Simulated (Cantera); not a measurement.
Charge: 1 mol CH3SiCl3, 0.19 mol HCl, 4.9 mol H2, equilibrated at 5.40 mbar.

These are equilibrium values from Cantera (NASA tables, ideal gas, pure condensed phases), not measurements of a reactor. Candidate condensed phases: C, C6H6, C7H8, C8H18, Si, SiC; 109 gas species. The feed counts by its element totals alone. The tables' values for SiCl3, SiCl are old estimates; treat these amounts as uncertain. Equilibrium is a limit: real reactors are often held back by kinetics, nucleation or transport. All values below are at 1773 K.

Base state: H2 0.618, HCl 0.362, SiCl2 0.0145, H 0.00304, Cl 0.00137, SiCl3 0.000279, C2H2 (acetylene) 8.66e-5, SiCl 2.89e-5 (mole fractions); condensed: C(graphite) + SiC(s).

Question: What changes in the equilibrium state with this change: H2 from 4.9 to 1400 mol?

Answer: 
| species | before | after |
|---|---|---|
| H2 | 0.618 | 0.994 |
| H | 0.00304 | 0.00386 |
| HCl | 0.362 | 0.00226 |
| SiCl2 | 0.0145 | 1.07e-6 |
| Si | 8.38e-6 | 2.57e-5 |
| SiCl3 | 0.000279 | <1e-9 |
| Cl | 0.00137 | 6.74e-6 |
| SiCl | 2.89e-5 | 4.35e-7 |
| C2H2 (acetylene) | 8.66e-5 | 1.49e-5 |
| C(graphite), mol | 0.119 | 0 |
| SiC(s), mol | 0.880 | 0.956 |
